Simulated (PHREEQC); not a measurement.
Solution (25 °C): 0.18 mol/kgw NaOH. Closed to the air; pH follows from the charge balance.

The numbers come from PHREEQC with the ion-association model, phreeqc.dat.

| quantity | before | after |
|---|---|---|
| pH | 13.11 | 13.65 |
| ionic strength (mol/kgw) | 0.180 | 0.180 |

Question: Which change was made?
A. temperature from 25 to 10 °C
B. NaOH replaced by Na2HPO4 at the same molality
C. diluted 2-fold with water
D. NaOH from 0.18 to 0.27 mol/kgw
E. temperature from 25 to 70 °C

Answer: A, temperature from 25 to 10 °C

No solid was allowed to form. At this temperature some constants are extrapolated from 25 °C, and those without enthalpy data are left unchanged.
